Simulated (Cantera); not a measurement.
A perfectly stirred reactor is fed with 28.0 % CO, 1.37 % H₂, 14.9 % O₂, 55.8 % N₂, equivalence ratio 0.99, at 10.0 bar; it is adiabatic with a 725 K inlet, and is followed from long to short residence time, starting on the burning branch (τ in s: 0.24, 0.11, 0.047, 0.021, 0.0092, 0.0041, 0.0018, 0.00081, 0.00036, 0.00016, 7.1e-05, 3.1e-05, 1.4e-05).

Detailed kinetics in Cantera: GRI-Mech 3.0 (53 species, 325 reactions). The hydrogen kinetics of GRI-Mech 3.0 are dated; newer H2 mechanisms differ, most at raised pressure.

### Question
Predict: blow-out, bracketed by the residence times tried; x(CO) at τ = 0.240 s; x(H₂) at τ = 0.240 s; x(O₂) at τ = 0.240 s; x(HO₂) at τ = 0.240 s; x(NO₂) at τ = 0.240 s; x(CO) at τ = 1.80 ms; x(H₂) at τ = 1.80 ms; x(O₂) at τ = 1.80 ms; x(HO₂) at τ = 1.80 ms; x(NO₂) at τ = 1.80 ms.

### Answer
```json
{
  "blow_out_bracketed_by_the_residence_times_tried": "burning at 14.0 µs, the shortest tried",
  "x(CO) at τ = 0.240 s": "0.0469",
  "x(H₂) at τ = 0.240 s": "0.000362",
  "x(O₂) at τ = 0.240 s": "0.0201",
  "x(HO₂) at τ = 0.240 s": "2.33e-6",
  "x(NO₂) at τ = 0.240 s": "6.12e-6",
  "x(CO) at τ = 1.80 ms": "0.0545",
  "x(H₂) at τ = 1.80 ms": "0.000423",
  "x(O₂) at τ = 1.80 ms": "0.0251",
  "x(HO₂) at τ = 1.80 ms": "2.96e-6",
  "x(NO₂) at τ = 1.80 ms": "5.76e-6"
}
```
